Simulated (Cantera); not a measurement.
## Stirred combustor or abatement burner

A perfectly stirred reactor is fed with 7.07 % CH₄, 19.4 % O₂, 73.6 % N₂, equivalence ratio 0.73, at 101000 Pa; it is adiabatic with a 673 K inlet, and is followed from long to short residence time, starting on the burning branch (τ in s: 0.071, 0.032, 0.015, 0.0067, 0.0031, 0.0014, 0.00064, 0.00029, 0.00013, 6.1e-05).

Computed with Cantera and GRI-Mech 3.0 (53 species, 325 reactions).

| τ (s) | T (K) | x CH₄ | x O₂ | x C₂H₆ | x HCO | x CO | x N₂O |
|---|---|---|---|---|---|---|---|
| 0.071 | 2142 | 4.02e-6 | 0.0518 | 3.27e-12 | 2.39e-8 | 0.00170 | 3.15e-7 |
| 0.032 | 2136 | 7.80e-6 | 0.0521 | 1.14e-11 | 5.37e-8 | 0.00216 | 3.38e-7 |
| 0.015 | 2124 | 1.38e-5 | 0.0525 | 3.18e-11 | 1.16e-7 | 0.00293 | 3.62e-7 |
| 0.0067 | 2103 | 2.44e-5 | 0.0530 | 8.31e-11 | 2.64e-7 | 0.00429 | 3.71e-7 |
| 0.0031 | 2072 | 4.14e-5 | 0.0538 | 1.98e-10 | 5.76e-7 | 0.00619 | 3.53e-7 |
| 0.0014 | 2030 | 7.28e-5 | 0.0551 | 5.05e-10 | 1.27e-6 | 0.00879 | 3.16e-7 |
| 0.00064 | 1976 | 0.000133 | 0.0568 | 1.42e-9 | 2.74e-6 | 0.0120 | 2.75e-7 |
| 0.00029 | 1911 | 0.000261 | 0.0594 | 4.94e-9 | 5.88e-6 | 0.0162 | 2.37e-7 |
| 0.00013 | 1834 | 0.000588 | 0.0637 | 2.52e-8 | 1.28e-5 | 0.0222 | 2.01e-7 |
| 6.1e-5 | 1737 | 0.00170 | 0.0728 | 2.92e-7 | 2.79e-5 | 0.0320 | 1.53e-7 |
x: mole fraction; the columns are a selection and need not sum to one.
